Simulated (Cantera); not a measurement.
Feed: 1 mol HgO, 0.085 mol H2, equilibrated at 598.15 K and 0.100 bar.

Cantera equilibrium calculation (NASA polynomials, part measured and part estimated; ideal gas, pure solids and liquids). Candidate condensed phases: H2O, Hg, HgO; 10 gas species. Kinetics and transport are ignored.

Base state: Hg 0.513, H2O 0.461, O2 0.0261 (mole fractions); condensed: HgO(s).

**Question.** What changes in the equilibrium state with this change: pressure from 0.100 bar to 13.3 mbar?

**Answer.** 
```
species      before   after
-----------  ------  ------
Hg            0.513   0.648
O2           0.0261   0.297
H2O           0.461  0.0551
HgO(s), mol   0.905       0
```

**Question.** What changes in the equilibrium state with this change: temperature from 598.15 K to 750 K?

**Answer.** 
| species | before | after |
|---|---|---|
| Hg | 0.513 | 0.648 |
| O2 | 0.0261 | 0.297 |
| H2O | 0.461 | 0.0551 |
| HgO(s), mol | 0.905 | 0 |
